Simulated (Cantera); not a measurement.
An isothermal, constant-pressure homogeneous reactor starts with H₂ : O₂ : N₂ = 1.6 : 1 : 1.1 (molar parts), at 750 K and 21000 Pa. Integrator tolerance rtol = 1e-08.

Cantera simulation using the H2/O2 subset of GRI-Mech 3.0, which has no nitrogen chemistry; the numbers are that mechanism's predictions, not measurements. Below about 950 K walls govern HO2 and H2O2 in real vessels. The temperature is held fixed by assumption; the heat of reaction is taken as removed at once.

### Question
What does this change do: temperature 750 to 900 K?

### Answer
| quantity | before | after |
|---|---|---|
| x(H₂) at 100 s | 0.432 (gas-phase equilibrium <1e-12) | 2.38e-5 (gas-phase equilibrium 1.48e-11) |
| x(O₂) at 100 s | 0.270 (gas-phase equilibrium 0.0690) | 0.0690 (gas-phase equilibrium 0.0690) |
| x(HO₂) at 100 s | 1.39e-6 (gas-phase equilibrium 3.12e-12) | 2.27e-7 (gas-phase equilibrium 1.09e-10) |
| x(H₂O₂) at 100 s | 0.000129 (gas-phase equilibrium 2.67e-12) | 1.89e-8 (gas-phase equilibrium 4.52e-11) |
| x(H) at 100 s | 3.64e-10 (gas-phase equilibrium <1e-12) | 1.89e-11 (gas-phase equilibrium <1e-12) |
